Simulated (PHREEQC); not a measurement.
Reverse-osmosis reject: speciation

Synthetic water in mg/kgw, 25 °C, pH 6.68, pe 1.3: Na 3580; K 144; Ca 497; Mg 105; Cl 5600; S(6) as SO4 1150; Alkalinity as HCO3 2.2; Zn 150.

Valence states are taken as typed.

Equilibrium calculation in PHREEQC: ion-association model, wateq4f.dat.

Each row changes one thing in this solution. Precipitation was switched off in this run.

| case | ionic strength (mol/kgw) | Ca+2 (mol/kgw) | SO4-2 (mol/kgw) | Mg+2 (mol/kgw) | Zn+2 (mol/kgw) | HCO3- (mol/kgw) | SI of Gypsum (CaSO4:2H2O) | SI of Zincite(c) (ZnO) |
|---|---|---|---|---|---|---|---|---|
| as made | 0.207 | 0.0109 | 0.00776 | 0.00369 | 0.00172 | 1.87e-5 | -0.53 | -1.04 |
| S(6) from 1150 to 3450 mg/kgw | 0.235 | 0.00887 | 0.0248 | 0.00288 | 0.00134 | 2.25e-5 | -0.15 | -1.16 |
| Mg from 105 to 315 mg/kgw | 0.221 | 0.0111 | 0.00710 | 0.0113 | 0.00176 | 1.82e-5 | -0.58 | -1.04 |
